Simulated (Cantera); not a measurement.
Chlorosilane synthesis and conversion: Si + Cl₂ + H₂

A closed system holds: 1 mol Si, 1.6 mol Cl₂, 14 mol H₂, equilibrated at 101000 Pa.

Cantera equilibrium calculation (NASA polynomials, part measured and part estimated; ideal gas, pure solids and liquids). Candidate condensed phases: Si; 19 gas species. The tables' values for SiCl₃ are old estimates; treat these amounts as uncertain. Kinetics and transport are ignored.

| T (K) | log p H₂ | log p HCl | log p SiCl₄ | log p SiHCl₃ | log p SiCl₂ | n Si(s) |
|---|---|---|---|---|---|---|
| 673 | -0.02 | -3.86 | -1.48 | -1.55 | -7.89 | 0.0862 |
| 723 | -0.02 | -3.47 | -1.48 | -1.55 | -7.02 | 0.0880 |
| 773 | -0.02 | -3.14 | -1.47 | -1.56 | -6.28 | 0.0906 |
| 823 | -0.02 | -2.84 | -1.47 | -1.57 | -5.62 | 0.0943 |
| 873 | -0.02 | -2.58 | -1.47 | -1.58 | -5.04 | 0.0997 |
| 923 | -0.02 | -2.36 | -1.47 | -1.59 | -4.53 | 0.108 |
| 973 | -0.02 | -2.15 | -1.48 | -1.60 | -4.07 | 0.118 |
| 1023 | -0.03 | -1.97 | -1.49 | -1.62 | -3.66 | 0.132 |
| 1073 | -0.03 | -1.81 | -1.50 | -1.63 | -3.30 | 0.150 |
| 1123 | -0.03 | -1.66 | -1.52 | -1.66 | -2.97 | 0.171 |
| 1173 | -0.03 | -1.53 | -1.55 | -1.69 | -2.67 | 0.193 |
| 1223 | -0.04 | -1.42 | -1.60 | -1.73 | -2.41 | 0.217 |
| 1273 | -0.04 | -1.32 | -1.66 | -1.78 | -2.18 | 0.238 |
| 1323 | -0.04 | -1.23 | -1.74 | -1.85 | -1.98 | 0.254 |
log p: log10 of the partial pressure in bar; n: condensed amount in mol.

From 673 K to 1323 K the condensed part is Si(s). The main Si-bearing gas is SiCl₄ throughout. The share of Si in condensed phases is highest at 1323 K (25.4 %) and lowest at 673 K (8.6 %).
